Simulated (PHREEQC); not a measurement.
Synthetic water in mg/L, 25 °C, pH 1.8, pe 10.9:

| constituent | mg/L |
|---|---|
| Na | 113 |
| K | 0.623 |
| Ca | 227 |
| Mg | 57.4 |
| Cl | 50.8 |
| S(6) as SO4 | 2450 |
| Pb | 0.932 |

Valence states are taken as typed.

Equilibrium calculation in PHREEQC: ion-association model, wateq4f.dat.

No solid was allowed to form.

Question: What ionic strength does the model give?

Answer: ionic strength 0.0522 mol/kgw.

Question: In which forms is K present?

Answer: K+ 96 %, KSO4- 3.7 % of the K.

Complexes and solids missing from the database can't appear.
